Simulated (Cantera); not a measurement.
Input: 1 mol MgF₂, 0.11 mol H₂O, 60 mol N₂, equilibrated at 1273 K.

Method: chemical equilibrium by Gibbs-energy minimisation in Cantera with the NASA 1993 tables (ideal gas, pure condensed phases). Candidate condensed phases: H₂O, Mg, MgF₂, MgO, Mg(OH)₂; 50 gas species. Mutual solubility and eutectic melting of coexisting phases are not modelled. Rates play no part.

Task: Which condensed phases are stable at each of these points (P (Pa)): 0.100, 1.60, 25, 400, 6300, 100000?

Result: 
| P (Pa) | condensed phases | Mg condensed (%) |
|---|---|---|
| 0.100 | MgO(s) | 11.0 |
| 1.60 | MgO(s) | 11.0 |
| 25 | MgF₂(s) + MgO(s) | 93.6 |
| 400 | MgF₂(s) + MgO(s) | 99.6 |
| 6300 | MgF₂(s) + MgO(s) | 100.0 |
| 100000 | MgF₂(s) + MgO(s) | 100.0 |

From 0.000750 Torr to 0.0120 Torr the condensed part is MgO(s). From 0.188 Torr to 750 Torr the condensed part is MgF₂(s) + MgO(s).
